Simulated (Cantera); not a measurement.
Input: 1 mol SiH4, 1.2 mol NH3, 15 mol N2, held at 1.33 mbar.

Cantera equilibrium calculation (NASA polynomials, part measured and part estimated; ideal gas, pure solids and liquids). Candidate condensed phases: Si, Si3N4; 18 gas species. Gases not in the tables: Si2H6 and higher silanes. The numbers say what is thermodynamically allowed, not how fast it happens.

Task: Which condensed phases are stable at each of these points (T (°C)): 1625, 1650, 1675, 1700, 1725, 1750, 1775, 1800, 1825?

Result: 
```json
[
 {"T (°C)": "1625", "condensed phases": "Si(l)", "Si condensed (%)": "80.4"},
 {"T (°C)": "1650", "condensed phases": "Si(l)", "Si condensed (%)": "72.9"},
 {"T (°C)": "1675", "condensed phases": "Si(l)", "Si condensed (%)": "62.8"},
 {"T (°C)": "1700", "condensed phases": "Si(l)", "Si condensed (%)": "49.2"},
 {"T (°C)": "1725", "condensed phases": "Si(l)", "Si condensed (%)": "31.0"},
 {"T (°C)": "1750", "condensed phases": "Si(l)", "Si condensed (%)": "6.5"},
 {"T (°C)": "1775", "condensed phases": "gas only", "Si condensed (%)": "0.0"},
 {"T (°C)": "1800", "condensed phases": "gas only", "Si condensed (%)": "0.0"},
 {"T (°C)": "1825", "condensed phases": "gas only", "Si condensed (%)": "0.0"}
]
```

From 1625 °C to 1750 °C the condensed part is Si(l). From 1775 °C to 1825 °C nothing is condensed.
